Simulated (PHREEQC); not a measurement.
**Ultrapure water in contact with air or piping**

Model water analysis in mmol/kgw, 35 °C, pH 6.4, pe 8:

```
constituent                mmol/kgw
-------------------------  --------
Na                          0.00697
K                           0.00399
Ca                          0.00907
Mg                          0.00351
Cl                          0.00269
S(6)                        0.00634
Alkalinity (meq/kgw)         0.0198
O(0) (counted as O atoms)  0.000558
Br                         7.47e-06
```

Valence states are taken as typed.

The numbers come from PHREEQC with the ion-association model, phreeqc.dat.

This is a speciation only: nothing precipitates in the calculation.

Task: Predict the charge-balance error.

Result: charge-balance error 1.3 %.

Task: In which forms is C present?

Result: HCO3- 55 %, CO2 45 % of the C.

Species that the database lacks are ignored.
